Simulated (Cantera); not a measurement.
A closed system holds: 1 mol Si₃N₄, 0.032 mol N₂O, 880 mol N₂, at 1898.15 K and 10.0 mbar.

Method: chemical equilibrium by Gibbs-energy minimisation in Cantera with the NASA 1993 tables (ideal gas, pure condensed phases). Candidate condensed phases: Si, SiO₂, Si₂N₂O, Si₃N₄; 16 gas species. The tables' values for SiN are old estimates; treat these amounts as uncertain. The numbers say what is thermodynamically allowed, not how fast it happens.

What is the equilibrium state?

x(N₂): 0.999
x(Si): 0.00123
x(Si₂N): 6.00e-5
x(SiN): 4.14e-5
x(SiO): 3.62e-5
x(Si₂): 9.84e-6
x(Si₃): 2.22e-6
n(Si(l)): 1.72 mol
gas amount: 883.2 mol
